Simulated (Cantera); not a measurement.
## Nitride etching: Si₃N₄ + HCl + N₂

Feed: 1 mol Si₃N₄, a varied amount of HCl, 10 mol N₂, equilibrated at 950 K and 0.540 bar.

These are equilibrium values from Cantera (NASA tables, ideal gas, pure condensed phases), not measurements of a reactor. Candidate condensed phases: NH₄Cl, Si, Si₃N₄; 28 gas species. Rates play no part.

```json
[
 {"n(HCl) (mol)": "1.3", "x N₂": "0.896", "x HCl": "0.0677", "x H₂": "0.0239", "x SiCl₄": "0.0119", "n Si₃N₄(s)": "0.955"},
 {"n(HCl) (mol)": "6", "x N₂": "0.668", "x HCl": "0.185", "x H₂": "0.0978", "x SiCl₄": "0.0489", "n Si₃N₄(s)": "0.743"},
 {"n(HCl) (mol)": "11", "x N₂": "0.537", "x HCl": "0.243", "x H₂": "0.147", "x SiCl₄": "0.0734", "n Si₃N₄(s)": "0.497"},
 {"n(HCl) (mol)": "15", "x N₂": "0.470", "x HCl": "0.269", "x H₂": "0.174", "x SiCl₄": "0.0869", "n Si₃N₄(s)": "0.294"},
 {"n(HCl) (mol)": "20", "x N₂": "0.411", "x HCl": "0.291", "x H₂": "0.199", "x SiCl₄": "0.0992", "n Si₃N₄(s)": "0.0364"},
 {"n(HCl) (mol)": "24", "x N₂": "0.364", "x HCl": "0.364", "x H₂": "0.182", "x SiCl₄": "0.0907", "n Si₃N₄(s)": "0"},
 {"n(HCl) (mol)": "29", "x N₂": "0.316", "x HCl": "0.448", "x H₂": "0.158", "x SiCl₄": "0.0788", "n Si₃N₄(s)": "0"},
 {"n(HCl) (mol)": "34", "x N₂": "0.279", "x HCl": "0.512", "x H₂": "0.139", "x SiCl₄": "0.0697", "n Si₃N₄(s)": "0"}
]
```
x: gas mole fraction; n: condensed amount in mol.

From 1.3 mol HCl to 20 mol HCl the condensed part is Si₃N₄(s). From 24 mol HCl to 34 mol HCl nothing is condensed. The main Si-bearing gas is SiCl₄ throughout.
